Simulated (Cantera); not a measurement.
An isothermal, constant-pressure homogeneous reactor starts with H₂ : O₂ : N₂ = 0.3 : 1 : 3.1 (molar parts), equivalence ratio 0.15, at 1275 K and 1400 Pa.

Detailed kinetics in Cantera: the H2/O2 subset of GRI-Mech 3.0, which has no nitrogen chemistry. Radical loss at walls, strong at low pressure, is not modelled. The temperature is held fixed by assumption; the heat of reaction is taken as removed at once.

One state of this run: x H₂ = 0.00358; x O₂ = 0.187; x H₂O₂ = 5.99e-8; x HO₂ = 1.20e-6; x H = 0.0232; x OH = 0.00401; x H₂O = 0.0511. x: mole fraction; the columns are a selection and need not sum to one.

Question: Which value of t (s) does it belong to?
A. 0.0588
B. 0.00143
C. 1.00e-5
D. 0.00492

Answer: D, 0.00492
